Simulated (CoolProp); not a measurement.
Water at 293.15 K and 0.131 MPa flows at 1.4 m/s in a round tube of 6 mm bore and 15 µm roughness, fully developed (64/Re and Nu = 3.66 if laminar; Colebrook and Gnielinski if turbulent). Each further row changes one setting.

Model: reference Helmholtz-energy equation of state, Wagner 2002, in CoolProp.

```tsv
case	Reynolds number	Darcy friction factor	pressure drop (Pa/m)	heat-transfer coefficient (W/(m² K))	mass flow (kg/h)
as stated	8370	___	5820	7050	___
velocity 2.8 m/s	16700	___	___	13900	284
diameter 12 mm	16700	___	___	___	___
```

Problem. Complete the blanks.

Solution. 
- as stated, Darcy friction factor: 0.0357
- as stated, mass flow (kg/h): 142
- velocity 2.8 m/s, Darcy friction factor: 0.0315
- velocity 2.8 m/s, pressure drop (Pa/m): 20500
- diameter 12 mm, Darcy friction factor: 0.0294
- diameter 12 mm, pressure drop (Pa/m): 2400
- diameter 12 mm, heat-transfer coefficient (W/(m² K)): 6620
- diameter 12 mm, mass flow (kg/h): 569

Viscosity comes from a separate model (Huber 2009). Thermal conductivity comes from a separate model (Huber 2012).
